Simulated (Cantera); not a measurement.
Cantera run, input and output.

```python
import numpy as np
import cantera as ct

gas = ct.Solution("h2o2.yaml")
gas.TPX = 1175, 26000, {'H2': 0.78, 'O2': 1, 'N2': 0.74}
reactor = ct.IdealGasConstPressureReactor(gas, energy="off", clone=False)
net = ct.ReactorNet([reactor])
net.rtol, net.atol = 1e-08, 1e-18
show = ['H2', 'O2', 'H2O2', 'H', 'HO2']
times = np.geomspace(2e-06, 200, 9)

steps = ct.SolutionArray(gas, extra=["t"])
rows = []
print(f"{'t/s':>10s}{'T/K':>9s}{'P/Pa':>11s}" + "".join(f"{s:>11s}" for s in show))
for t in times:
    while net.time < t:
        t_next = net.step()
        steps.append(gas.state, t=t_next)
    rows.append([np.interp(t, steps.t, y) for y in (steps.T, steps.P, *steps(*show).X.T)])
    print(f"{t:10.3e}{rows[-1][0]:9.1f}{rows[-1][1]:11.4g}" + "".join(f"{x:11.3e}" for x in rows[-1][2:]))
rate = np.gradient(steps.T, steps.t)
print("integrator steps:", len(steps.t))
if steps.T.max() > steps.T[0] + 200:
    print(f"time of steepest temperature rise: {steps.t[rate.argmax()]:.4e} s")
gas.TPX = 1175, 26000, {'H2': 0.78, 'O2': 1, 'N2': 0.74}
gas.equilibrate("TP")
print(f"equilibrium (TP): T = {gas.T:.1f} K  " + "  ".join(f"{s} {gas[s].X[0]:.3e}" for s in show))
```

It prints:

```
       t/s      T/K       P/Pa         H2         O2       H2O2          H        HO2
 2.000e-06   1175.0    2.6e+04  3.095e-01  3.968e-01  1.069e-12  2.656e-09  2.746e-09
 2.000e-05   1175.0    2.6e+04  3.095e-01  3.968e-01  1.268e-10  2.090e-07  3.973e-08
 2.000e-04   1175.0    2.6e+04  8.440e-03  2.849e-01  1.288e-05  5.023e-03  1.188e-04
 2.000e-03   1175.0    2.6e+04  6.640e-05  2.863e-01  1.019e-06  1.497e-06  4.961e-06
 2.000e-02   1175.0    2.6e+04  6.108e-07  2.864e-01  7.911e-08  7.816e-09  1.586e-07
 2.000e-01   1175.0    2.6e+04  3.759e-08  2.864e-01  7.898e-09  1.802e-10  1.972e-08
 2.000e+00   1175.0    2.6e+04  1.023e-08  2.864e-01  1.946e-09  2.492e-11  1.732e-08
 2.000e+01   1175.0    2.6e+04  1.010e-08  2.864e-01  1.905e-09  2.432e-11  1.741e-08
 2.000e+02   1175.0    2.6e+04  1.010e-08  2.864e-01  1.905e-09  2.432e-11  1.741e-08
integrator steps: 1802
equilibrium (TP): T = 1175.0 K  H2 1.010e-08  O2 2.864e-01  H2O2 1.905e-09  H 2.432e-11  HO2 1.741e-08
```

Detailed kinetics in Cantera: the H2/O2 subset of GRI-Mech 3.0, which has no nitrogen chemistry. The temperature is held fixed by assumption; the heat of reaction is taken as removed at once.
